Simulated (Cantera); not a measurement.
Cantera run:

```python
import numpy as np
import cantera as ct

gas_names = """
    CL CLO CL2 Fe FeCL FeCL2 FeCL3 FeO Fe(OH)2 Fe2CL4 Fe2CL6 H HCL HOCL HO2 H2 H2O H2O2 O OH O2 O3
""".split()
cond_names = """
    Fe(a) Fe(c) Fe(d) Fe(L) FeCL2(s) FeCL2(L) FeCL3(s) FeCL3(L) FeO(s) FeO(L) Fe(OH)2(s) Fe(OH)3(s)
    Fe2O3(s) Fe3O4(s) H2O(s) H2O(L)
""".split()


# ... load() reads the species with a 1 bar reference pressure and builds the phases ...
atoms = {
    'FeCl2': {'Fe': 1, 'CL': 2},
    'H2O': {'H': 2, 'O': 1},
    'H2': {'H': 2},
}
top_T = {'Fe2O3(s)': 1830, 'Fe3O4(s)': 1870}  # K; cautious upper limits of use, not melting points


# ... equilibrate(T, P, feed) seeds the gas with the atoms and calls Mixture.equilibrate('TP', solver="vcs", rtol=1e-11, max_steps=5000) ...
results = []
feed = {'FeCl2': 1, 'H2O': 0.16, 'H2': 10}  # mol
P = 10000  # Pa
for T in [600, 800, 1000, 1200, 1400, 1600, 1800, 2000, 2200]:
    mix = equilibrate(T, P, feed)
    results.append((T, P, feed, dict(zip(mix.species_names, mix.species_moles))))
    x = sorted(zip(gas.X, gas.species_names), reverse=True)
    print(f"T = {T:g} K  P = {P:g} Pa  gas = {mix.phase_moles(0):.4g} mol")
    print("   x: " + "  ".join(f"{s} {v:.3e}" for v, s in x if v > 0.0001))
    print("   condensed (mol): " + ("  ".join(f"{mix.phase(i).name} {mix.phase_moles(i):.4g}"
          for i in range(1, mix.n_phases) if mix.phase_moles(i) > 1e-12) or "none"))
```

Output:

```
T = 600 K  P = 10000 Pa  gas = 10.18 mol
   x: H2 9.810e-01  H2O 1.572e-02  HCL 3.308e-03
   condensed (mol): Fe(a) 0.01683  FeCL2(s) 0.9832
T = 800 K  P = 10000 Pa  gas = 10.87 mol
   x: H2 8.561e-01  HCL 1.281e-01  H2O 1.472e-02  FeCL2 9.395e-04
   condensed (mol): Fe(a) 0.6961  FeCL2(s) 0.292
T = 1000 K  P = 10000 Pa  gas = 11.16 mol
   x: H2 8.126e-01  HCL 1.670e-01  H2O 1.434e-02  FeCL2 6.028e-03
   condensed (mol): Fe(a) 0.9318
T = 1200 K  P = 10000 Pa  gas = 11.16 mol
   x: H2 8.177e-01  HCL 1.567e-01  H2O 1.434e-02  FeCL2 1.126e-02
   condensed (mol): Fe(c) 0.8741
T = 1400 K  P = 10000 Pa  gas = 11.16 mol
   x: H2 8.226e-01  HCL 1.468e-01  FeCL2 1.620e-02  H2O 1.434e-02
   condensed (mol): Fe(c) 0.8192
T = 1600 K  P = 10000 Pa  gas = 11.16 mol
   x: H2 8.268e-01  HCL 1.382e-01  FeCL2 2.047e-02  H2O 1.434e-02  H 1.563e-04
   condensed (mol): Fe(c) 0.7714
T = 1800 K  P = 10000 Pa  gas = 11.17 mol
   x: H2 8.291e-01  HCL 1.312e-01  FeCL2 2.385e-02  H2O 1.432e-02  H 1.031e-03  Fe 2.947e-04  CL 1.249e-04
   condensed (mol): Fe(d) 0.7302
T = 2000 K  P = 10000 Pa  gas = 11.23 mol
   x: H2 8.243e-01  HCL 1.275e-01  FeCL2 2.499e-02  H2O 1.424e-02  H 4.669e-03  Fe 3.647e-03  CL 5.379e-04
   condensed (mol): Fe(L) 0.6777
T = 2200 K  P = 10000 Pa  gas = 11.59 mol
   x: H2 7.947e-01  HCL 1.211e-01  Fe 2.775e-02  FeCL2 2.476e-02  H 1.588e-02  H2O 1.376e-02  CL 1.760e-03  FeCL 2.896e-04
   condensed (mol): Fe(L) 0.3881
```

These are equilibrium values from Cantera (NASA tables, ideal gas, pure condensed phases), not measurements of a reactor. Condensed phases not in the tables: FeOCl.
